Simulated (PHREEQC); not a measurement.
A solution holds 0.28 mol (CH3)4NF per kg of water, at 5 °C. Closed to the air; pH follows from the charge balance.

The numbers come from PHREEQC with the ion-association model, phreeqc.dat.

Precipitation was switched off in this run.

Q: Estimate the pH, activity of water.

A: pH 8.56; activity of water 0.990.

Complexes and solids missing from the database can't appear. (CH3)4N+ isn't in the database: it is added as a free cation with an ion size of 4 Å. Constants without temperature data keep their 25 °C values here.
